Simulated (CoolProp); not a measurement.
Aqueous ethanol as a coolant, 11 % by mass, freezing at -4.9 °C, 1 atm.

Computed with CoolProp (Melinder's fits for secondary coolants).

```tsv
T (°C)	cp (kJ/(kg K))	viscosity (mPa s)	density (kg/m³)	conductivity (W/(m K))
-2.6	4.421	4.00	984.0	0.494
4.5	4.386	2.84	983.6	0.503
11.5	…	…	982.6	0.512
18.5	…	1.67	…	0.520
25.5	…	1.35	…	0.529
32.5	4.278	1.11	976.3	…
39.6	4.278	0.929	973.3	0.545
```

Q: Complete the blanks.

A: 
- 11.5, cp (kJ/(kg K)): 4.351
- 11.5, viscosity (mPa s): 2.13
- 18.5, cp (kJ/(kg K)): 4.319
- 18.5, density (kg/m³): 980.9
- 25.5, cp (kJ/(kg K)): 4.293
- 25.5, density (kg/m³): 978.8
- 32.5, conductivity (W/(m K)): 0.537
